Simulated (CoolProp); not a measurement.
A Linde-Hampson liquefier for dry air: isothermal reversible compression at 290 K from 1 atm to 15 MPa, throttling to 1 atm, return gas leaving the recuperator 5 K below the feed. Each further row changes one setting.

Model: reference Helmholtz-energy equation of state, Lemmon 2000, in CoolProp. It is a pseudo-pure fit of the blend.

```
case                        liquid yield per pass  compression work (kJ/kg of gas)
--------------------------  ---------------------  -------------------------------
as stated                                   0.062                              413
high pressure 30 MPa                        0.098                              473
warm-end temperature 320 K                  0.043                              459
warm-end gap 10 K                           0.050                              413
```
